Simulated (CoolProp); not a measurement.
Saturated liquid density (kg/m³) of fluorine: the reference equation beside estimates from Tc = 144.4 K, pc = 5.240 MPa, ω = 0.045.

The numbers come from the reference Helmholtz-energy equation of state, de Reuck 1990 in CoolProp.

```json
[
 {"T (K)": "72.4", "reference": "1587", "van der Waals": "1086", "Soave-Redlich-Kwong": "1596", "Peng-Robinson": "1797"},
 {"T (K)": "76.7", "reference": "1559", "van der Waals": "1068", "Soave-Redlich-Kwong": "1567", "Peng-Robinson": "1766"},
 {"T (K)": "80.9", "reference": "1530", "van der Waals": "1049", "Soave-Redlich-Kwong": "1538", "Peng-Robinson": "1734"},
 {"T (K)": "85.2", "reference": "1501", "van der Waals": "1029", "Soave-Redlich-Kwong": "1505", "Peng-Robinson": "1699"},
 {"T (K)": "89.4", "reference": "1471", "van der Waals": "1009", "Soave-Redlich-Kwong": "1472", "Peng-Robinson": "1663"},
 {"T (K)": "93.6", "reference": "1440", "van der Waals": "987.2", "Soave-Redlich-Kwong": "1437", "Peng-Robinson": "1624"},
 {"T (K)": "97.9", "reference": "1407", "van der Waals": "964.2", "Soave-Redlich-Kwong": "1398", "Peng-Robinson": "1582"},
 {"T (K)": "102.1", "reference": "1373", "van der Waals": "940.6", "Soave-Redlich-Kwong": "1358", "Peng-Robinson": "1538"},
 {"T (K)": "106.4", "reference": "1337", "van der Waals": "914.9", "Soave-Redlich-Kwong": "1314", "Peng-Robinson": "1489"},
 {"T (K)": "110.6", "reference": "1300", "van der Waals": "888.3", "Soave-Redlich-Kwong": "1268", "Peng-Robinson": "1437"},
 {"T (K)": "114.9", "reference": "1259", "van der Waals": "859.0", "Soave-Redlich-Kwong": "1217", "Peng-Robinson": "1379"},
 {"T (K)": "119.1", "reference": "1217", "van der Waals": "828.1", "Soave-Redlich-Kwong": "1162", "Peng-Robinson": "1317"},
 {"T (K)": "123.3", "reference": "1171", "van der Waals": "794.4", "Soave-Redlich-Kwong": "1103", "Peng-Robinson": "1249"},
 {"T (K)": "127.6", "reference": "1118", "van der Waals": "756.1", "Soave-Redlich-Kwong": "1035", "Peng-Robinson": "1170"},
 {"T (K)": "131.8", "reference": "1058", "van der Waals": "713.4", "Soave-Redlich-Kwong": "959.1", "Peng-Robinson": "1082"}
]
```

Absolute difference from the reference over all 15 rows, mean and median: van der Waals 31.7 and 31.6 %, Soave-Redlich-Kwong 2.6 and 1.1 %, Peng-Robinson 10.4 and 12.0 %.
